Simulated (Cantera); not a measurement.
A closed system holds: 1 mol Si3N4, 0.12 mol CO2, 62 mol N2, equilibrated at 21.0 mbar.

Method: chemical equilibrium by Gibbs-energy minimisation in Cantera with the NASA 1993 tables (ideal gas, pure condensed phases). Candidate condensed phases: C, Si, SiC, SiO2, Si2N2O, Si3N4; 34 gas species. Mutual solubility and eutectic melting of coexisting phases are not modelled. Rates play no part.

Problem. Which condensed phases are stable at each of these points (T (K)): 1225, 1325, 1425, 1525, 1625, 1725, 1825, 1925, 2025, 2125?

Solution. 
```
T (K)                    condensed phases  Si condensed (%)
-----  ----------------------------------  ----------------
1225   C(graphite) + Si2N2O(s) + Si3N4(s)             100.0
1325   C(graphite) + Si2N2O(s) + Si3N4(s)             100.0
1425        SiC(s) + Si2N2O(s) + Si3N4(s)             100.0
1525        SiC(s) + Si2N2O(s) + Si3N4(s)             100.0
1625        SiC(s) + Si2N2O(s) + Si3N4(s)              99.6
1725                             Si3N4(s)              96.0
1825                    SiC(s) + Si3N4(s)              93.1
1925                       Si(l) + SiC(s)              91.2
2025                       Si(l) + SiC(s)              86.9
2125                       Si(l) + SiC(s)              73.1
```

From 1225 K to 1325 K the condensed part is C(graphite) + Si2N2O(s) + Si3N4(s). From 1425 K to 1625 K the condensed part is SiC(s) + Si2N2O(s) + Si3N4(s). At 1725 K the condensed part is Si3N4(s). At 1825 K the condensed part is SiC(s) + Si3N4(s). From 1925 K to 2125 K the condensed part is Si(l) + SiC(s).
